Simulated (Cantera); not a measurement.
# SiCl₄ + C₃H₈ + H₂ (silicon carbide growth)

Feed: 1 mol SiCl₄, 0.0037 mol C₃H₈, 12 mol H₂, equilibrated at 1.33 mbar.

These are equilibrium values from Cantera (NASA tables, ideal gas, pure condensed phases), not measurements of a reactor. Candidate condensed phases: C, C₆H₆, C₇H₈, C₈H₁₈, Si, SiC; 109 gas species. The tables' values for SiCl, SiCl₃ are old estimates; treat these amounts as uncertain. Gases not in the tables: Si₂H₆ and higher silanes. The numbers say what is thermodynamically allowed, not how fast it happens.

```csv
T (K),log p H₂,log p HCl,log p SiCl₂,log p H,log p Si,n SiC(s)
1750,-2.98,-3.71,-4.04,-5.13,-5.94,0.0110
1775,-2.99,-3.71,-4.04,-5.03,-5.77,0.0109
1800,-2.99,-3.71,-4.05,-4.94,-5.61,0.0108
1825,-2.99,-3.70,-4.06,-4.85,-5.45,0.0106
1850,-2.99,-3.70,-4.07,-4.76,-5.31,0.0104
1875,-2.99,-3.69,-4.08,-4.68,-5.18,0.00998
1900,-3.00,-3.69,-4.10,-4.60,-5.06,0.00941
1925,-3.00,-3.68,-4.12,-4.52,-4.94,0.00862
1950,-3.01,-3.67,-4.14,-4.44,-4.84,0.00754
1975,-3.01,-3.66,-4.17,-4.37,-4.75,0.00611
2000,-3.02,-3.65,-4.20,-4.30,-4.67,0.00422
2025,-3.03,-3.64,-4.24,-4.23,-4.60,0.00172
2050,-3.03,-3.63,-4.28,-4.16,-4.53,0
```
log p: log10 of the partial pressure in bar; n: condensed amount in mol.

From 1750 K to 2025 K the condensed part is SiC(s). At 2050 K nothing is condensed. The main Si-bearing gas is SiCl₂ throughout.
